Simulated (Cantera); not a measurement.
## Hydrogen reduction and annealing atmospheres: V2O3 + H2 + H2O

Input: 1 mol V2O3, 0.74 mol H2, 9.8 mol H2O, held at 0.670 bar.

These are equilibrium values from Cantera (NASA tables, ideal gas, pure condensed phases), not measurements of a reactor. Candidate condensed phases: H2O, V, VO, V2O3, V2O4, V2O5; 12 gas species. Condensed phases not in the tables: the oxides between V2O3 and V2O5 other than VO2. Kinetics and transport are ignored.

```json
[
 {"T (K)": "1475", "log p H2O": "-0.21", "log p H2": "-1.33", "log p VO2": "-7.91", "log p OH": "-6.01", "log p H": "-5.55", "log p O2": "-9.50", "log p O": "-10.29", "log p VO": "<-12", "n V2O3(s)": "1.00"},
 {"T (K)": "1575", "log p H2O": "-0.21", "log p H2": "-1.33", "log p VO2": "-6.85", "log p OH": "-5.36", "log p H": "-5.05", "log p O2": "-8.37", "log p O": "-9.16", "log p VO": "-11.09", "n V2O3(s)": "1.000"},
 {"T (K)": "1675", "log p H2O": "-0.21", "log p H2": "-1.33", "log p VO2": "-5.91", "log p OH": "-4.79", "log p H": "-4.60", "log p O2": "-7.38", "log p O": "-8.16", "log p VO": "-9.94", "n V2O3(s)": "1.000"},
 {"T (K)": "1775", "log p H2O": "-0.21", "log p H2": "-1.33", "log p VO2": "-5.09", "log p OH": "-4.29", "log p H": "-4.20", "log p O2": "-6.50", "log p O": "-7.27", "log p VO": "-8.93", "n V2O3(s)": "1.000"},
 {"T (K)": "1875", "log p H2O": "-0.21", "log p H2": "-1.33", "log p VO2": "-4.36", "log p OH": "-3.83", "log p H": "-3.85", "log p O2": "-5.71", "log p O": "-6.47", "log p VO": "-8.03", "n V2O3(s)": "1.000"},
 {"T (K)": "1975", "log p H2O": "-0.21", "log p H2": "-1.33", "log p VO2": "-3.71", "log p OH": "-3.43", "log p H": "-3.53", "log p O2": "-5.01", "log p O": "-5.76", "log p VO": "-7.23", "n V2O3(s)": "0.998"},
 {"T (K)": "2075", "log p H2O": "-0.21", "log p H2": "-1.32", "log p VO2": "-3.12", "log p OH": "-3.06", "log p H": "-3.24", "log p O2": "-4.37", "log p O": "-5.12", "log p VO": "-6.50", "n V2O3(s)": "0.994"},
 {"T (K)": "2175", "log p H2O": "-0.21", "log p H2": "-1.31", "log p VO2": "-2.60", "log p OH": "-2.74", "log p H": "-2.97", "log p O2": "-3.82", "log p O": "-4.55", "log p VO": "-5.85", "n V2O3(s)": "0.980"}
]
```
log p: log10 of the partial pressure in bar; n: condensed amount in mol.

From 1475 K to 2175 K the condensed part is V2O3(s). The main V-bearing gas is VO2 throughout.
